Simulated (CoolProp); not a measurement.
A single-stage vapour-compression cycle with carbon dioxide: evaporating at 236.15 K (dew point), condensing at 272.15 K (bubble point), superheat 2 K, subcooling 2 K, compressor efficiency 0.75, no pressure losses. Each further row changes one setting.

Values from CoolProp's reference Helmholtz-energy equation of state, Span 1996.

```csv
case,cooling COP,pressure ratio,discharge temperature (K),refrigerating effect (kJ/kg),volumetric capacity (kJ/m³)
as stated,?,3.03,327.5,245,7040
evaporating temperature 241.15 K,?,2.54,?,246,?
condensing temperature 267.15 K,4.55,?,315.6,257,?
subcooling 7 K,3.94,3.03,327.5,257,7380
superheat 12 K,3.67,3.03,?,256,6880
compressor efficiency 0.65,?,3.03,336.7,245,7040
```

Problem. Fill in the missing entries.

Solution. 
- as stated, cooling COP: 3.75
- evaporating temperature 241.15 K, cooling COP: 4.56
- evaporating temperature 241.15 K, discharge temperature (K): 318.1
- evaporating temperature 241.15 K, volumetric capacity (kJ/m³): 8410
- condensing temperature 267.15 K, pressure ratio: 2.65
- condensing temperature 267.15 K, volumetric capacity (kJ/m³): 7370
- superheat 12 K, discharge temperature (K): 340.8
- compressor efficiency 0.65, cooling COP: 3.25
